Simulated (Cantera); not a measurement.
SiCl4 + HCl + H2 (chlorosilane synthesis and conversion)

Input: 1 mol SiCl4, 4.9 mol HCl, 0.6 mol H2, at 0.133 bar.

These are equilibrium values from Cantera (NASA tables, ideal gas, pure condensed phases), not measurements of a reactor. Candidate condensed phases: Si; 19 gas species. The tables' values for SiCl3 are old estimates; treat these amounts as uncertain. Kinetics and transport are ignored.

From 625 K to 1375 K nothing is condensed. The main Si-bearing gas is SiCl4 throughout.

```json
[
 {"T (K)": "625", "log p HCl": "-1.00", "log p SiCl4": "-1.69", "log p H2": "-1.91", "log p SiCl3": "-11.09", "log p SiHCl3": "-6.92", "log p SiCl2": "<-12"},
 {"T (K)": "700", "log p HCl": "-1.00", "log p SiCl4": "-1.69", "log p H2": "-1.91", "log p SiCl3": "-9.50", "log p SiHCl3": "-6.29", "log p SiCl2": "<-12"},
 {"T (K)": "775", "log p HCl": "-1.00", "log p SiCl4": "-1.69", "log p H2": "-1.91", "log p SiCl3": "-8.22", "log p SiHCl3": "-5.79", "log p SiCl2": "-12.60"},
 {"T (K)": "850", "log p HCl": "-1.00", "log p SiCl4": "-1.69", "log p H2": "-1.91", "log p SiCl3": "-7.17", "log p SiHCl3": "-5.38", "log p SiCl2": "-10.81"},
 {"T (K)": "925", "log p HCl": "-1.00", "log p SiCl4": "-1.69", "log p H2": "-1.91", "log p SiCl3": "-6.30", "log p SiHCl3": "-5.04", "log p SiCl2": "-9.31"},
 {"T (K)": "1000", "log p HCl": "-1.00", "log p SiCl4": "-1.69", "log p H2": "-1.91", "log p SiCl3": "-5.56", "log p SiHCl3": "-4.75", "log p SiCl2": "-8.04"},
 {"T (K)": "1075", "log p HCl": "-1.00", "log p SiCl4": "-1.69", "log p H2": "-1.91", "log p SiCl3": "-4.92", "log p SiHCl3": "-4.51", "log p SiCl2": "-6.96"},
 {"T (K)": "1150", "log p HCl": "-1.00", "log p SiCl4": "-1.69", "log p H2": "-1.91", "log p SiCl3": "-4.37", "log p SiHCl3": "-4.30", "log p SiCl2": "-6.02"},
 {"T (K)": "1225", "log p HCl": "-1.00", "log p SiCl4": "-1.69", "log p H2": "-1.92", "log p SiCl3": "-3.90", "log p SiHCl3": "-4.12", "log p SiCl2": "-5.20"},
 {"T (K)": "1300", "log p HCl": "-1.00", "log p SiCl4": "-1.70", "log p H2": "-1.92", "log p SiCl3": "-3.48", "log p SiHCl3": "-3.97", "log p SiCl2": "-4.49"},
 {"T (K)": "1375", "log p HCl": "-0.99", "log p SiCl4": "-1.71", "log p H2": "-1.94", "log p SiCl3": "-3.13", "log p SiHCl3": "-3.85", "log p SiCl2": "-3.88"}
]
```
log p: log10 of the partial pressure in bar; nothing condenses.
